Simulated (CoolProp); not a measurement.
Vapour-liquid equilibrium of CHF3 (R23) (1) + R227EA (2) at 0.0362 MPa; x and y are mole fractions of (1).

Computed with CoolProp (multi-fluid Helmholtz-energy mixture model, Penoncello 2003 and Lemmon 2016; pair parameters Bell 2016).

```
x     bubble temperature, mixture model (°C)  bubble temperature, Raoult's law (°C)  y, mixture model  y, Raoult's law
----  --------------------------------------  -------------------------------------  ----------------  ---------------
0.05                              (withheld)                                  -52.6        (withheld)            0.595
0.15                              (withheld)                                  -68.3             0.900            0.876
0.25                                   -80.6                                  -76.7        (withheld)            0.943
0.35                                   -86.0                                  -82.2             0.977            0.969
0.45                                   -89.4                                  -86.2             0.985            0.982
0.55                                   -91.7                                  -89.3             0.990            0.989
0.65                                   -93.4                                  -91.9             0.993            0.993
0.75                                   -94.8                                  -94.0        (withheld)            0.996
0.85                              (withheld)                                  -95.8        (withheld)            0.998
0.95                                   -97.4                                  -97.4             0.999            0.999
```

Task: What belongs in the gaps?

Result: 
- 0.05, bubble temperature, mixture model (°C): -53.4
- 0.05, y, mixture model: 0.610
- 0.15, bubble temperature, mixture model (°C): -71.5
- 0.25, y, mixture model: 0.958
- 0.75, y, mixture model: 0.995
- 0.85, bubble temperature, mixture model (°C): -96.1
- 0.85, y, mixture model: 0.997

The largest gap from Raoult's law is -3.9 K in bubble temperature, at x = 0.25. No azeotrope shows between x = 0.05 and 0.95.

The pair parameters rest on a limited set of measurements; away from them the model extrapolates.
